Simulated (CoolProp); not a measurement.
Saturation properties of ethylene (Tc = 282.4 K, pc = 50.42 bar, ω = 0.087).

The numbers come from the reference Helmholtz-energy equation of state, Smukala 2000 in CoolProp.

```json
[
 {"T (K)": "178.2", "p (bar)": "1.656", "vapour density (kg/m³)": "3.290", "enthalpy of vaporisation (kJ/kg)": "469.2", "liquid cp (kJ/(kg K))": "2.436", "surface tension (mN/m)": "14.9"},
 {"T (K)": "190.1", "p (bar)": "2.968", "vapour density (kg/m³)": "5.668", "enthalpy of vaporisation (kJ/kg)": "450.0", "liquid cp (kJ/(kg K))": "2.477", "surface tension (mN/m)": "12.9"},
 {"T (K)": "202", "p (bar)": "4.940", "vapour density (kg/m³)": "9.176", "enthalpy of vaporisation (kJ/kg)": "428.7", "liquid cp (kJ/(kg K))": "2.541", "surface tension (mN/m)": "11.0"},
 {"T (K)": "213.9", "p (bar)": "7.746", "vapour density (kg/m³)": "14.17", "enthalpy of vaporisation (kJ/kg)": "404.7", "liquid cp (kJ/(kg K))": "2.636", "surface tension (mN/m)": "(withheld)"},
 {"T (K)": "225.8", "p (bar)": "(withheld)", "vapour density (kg/m³)": "21.13", "enthalpy of vaporisation (kJ/kg)": "(withheld)", "liquid cp (kJ/(kg K))": "2.775", "surface tension (mN/m)": "7.27"},
 {"T (K)": "237.7", "p (bar)": "16.60", "vapour density (kg/m³)": "(withheld)", "enthalpy of vaporisation (kJ/kg)": "344.8", "liquid cp (kJ/(kg K))": "2.989", "surface tension (mN/m)": "5.51"},
 {"T (K)": "249.6", "p (bar)": "23.05", "vapour density (kg/m³)": "44.42", "enthalpy of vaporisation (kJ/kg)": "305.8", "liquid cp (kJ/(kg K))": "3.347", "surface tension (mN/m)": "3.84"},
 {"T (K)": "261.5", "p (bar)": "31.16", "vapour density (kg/m³)": "64.62", "enthalpy of vaporisation (kJ/kg)": "255.9", "liquid cp (kJ/(kg K))": "4.078", "surface tension (mN/m)": "2.26"}
]
```

**Question.** Some entries are withheld; supply them.

**Answer.** 
- 213.9, surface tension (mN/m): 9.09
- 225.8, p (bar): 11.57
- 225.8, enthalpy of vaporisation (kJ/kg): 377.1
- 237.7, vapour density (kg/m³): 30.80

It boils at 169.4 K under 1 atm.

Surface tension comes from a separate correlation (Mulero 2012).
